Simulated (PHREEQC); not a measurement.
Solution (20 °C): 0.027 mol/kgw NaH2PO4, 0.019 mol/kgw NaHSO4 and 0.00045 mol/kgw NaOH. Closed to the air; pH follows from the charge balance.

Equilibrium calculation in PHREEQC: ion-association model, phreeqc.dat.

No solid was allowed to form.

Question: Order these S species by the share of S that they hold, largest first: NaSO4-, HSO4-, SO4-2.

Answer: SO4-2 (76 %), HSO4- (17 %), NaSO4- (7.1 %)

The pH is 2.31 and the ionic strength 0.0653 mol/kgw.
